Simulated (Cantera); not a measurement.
Charge: 1 mol C2F6, equilibrated at 1473 K and 0.120 bar.

Method: chemical equilibrium by Gibbs-energy minimisation in Cantera with the NASA 1993 tables (ideal gas, pure condensed phases). Candidate condensed phases: C; 13 gas species. The feed counts by its element totals alone. Gases not in the tables: C2F6 and larger saturated fluorocarbons. The numbers say what is thermodynamically allowed, not how fast it happens.

Task: What is the equilibrium state?

Result: 
```json
{
 "x(CF4)": "1.000",
 "x(CF2)": "8.18e-5",
 "x(CF3)": "3.82e-5",
 "x(F)": "6.07e-6",
 "n(C(graphite))": "0.500 mol",
 "gas_amount": "1.500 mol"
}
```
